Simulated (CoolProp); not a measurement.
R21 along the isotherm 199.85 °C: fugacity coefficient from the reference equation and from simpler models built on Tc = 179.6 °C, pc = 52.89 bar, ω = 0.206; each cubic takes its own stable root.

Computed with CoolProp (reference Helmholtz-energy equation of state, Platzer 1990). This equation is an older, rougher fit; its heat capacities, sound speeds and derivatives of the liquid may be far off and weren't checked against measurements.

```tsv
p (bar)	phase	reference	Redlich-Kwong	Soave-Redlich-Kwong	Peng-Robinson
33.1	gas	0.8223	0.8185	0.8218	0.8039
66.1	supercritical	0.6409	0.6387	0.6477	0.6222
99.2	supercritical	0.4864	0.4908	0.5018	0.4765
132	supercritical	0.4041	0.4127	0.4230	0.3975
165	supercritical	0.3551	0.3661	0.3758	0.3496
198	supercritical	0.3237	0.3362	0.3455	0.3184
231	supercritical	0.3026	0.3163	0.3253	0.2970
264	supercritical	0.2882	0.3027	0.3116	0.2820
```
